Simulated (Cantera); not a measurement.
A perfectly stirred reactor is fed with 3.65 % CH4, 0.657 % CO, 12.4 % O2, 70.1 % N2, 13.1 % H2O, at 5.00 bar; it is adiabatic with a 473 K inlet, and is followed from long to short residence time, starting on the burning branch (τ in s: 0.087, 0.046, 0.025, 0.013, 0.0069, 0.0037, 0.0019, 0.001, 0.00055, 0.00029, 0.00015, 8.2e-05, 4.4e-05).

Cantera simulation using GRI-Mech 3.0 (53 species, 325 reactions); the numbers are that mechanism's predictions, not measurements.

x: mole fraction; the columns are a selection and need not sum to one.

```
τ (s)    T (K)     x CH4     x CO    x O2    x HO2    x CH2
-------  -----  --------  -------  ------  -------  -------
0.087     1354  0.000207      [?]  0.0492  1.45e-5  4.12e-9
0.046     1338  0.000379      [?]  0.0503  2.35e-5  5.51e-9
0.025     1287   0.00105      [?]  0.0541  4.06e-5  4.38e-9
0.013      473    0.0365  0.00657   0.124   <1e-12   <1e-12
0.0069     473    0.0365  0.00657   0.124   <1e-12   <1e-12
0.0037     473    0.0365  0.00657   0.124   <1e-12   <1e-12
0.0019     473    0.0365  0.00657   0.124   <1e-12   <1e-12
0.0010     473    0.0365  0.00657   0.124   <1e-12   <1e-12
0.00055    473    0.0365  0.00657   0.124   <1e-12   <1e-12
0.00029    473    0.0365  0.00657   0.124   <1e-12   <1e-12
0.00015    473    0.0365  0.00657   0.124   <1e-12   <1e-12
8.2e-5     473    0.0365  0.00657   0.124   <1e-12   <1e-12
4.4e-5     473    0.0365  0.00657   0.124   <1e-12   <1e-12
```

Q: Some entries are withheld; supply them.

A: 
- 0.087, x CO: 0.00153
- 0.046, x CO: 0.00291
- 0.025, x CO: 0.00727
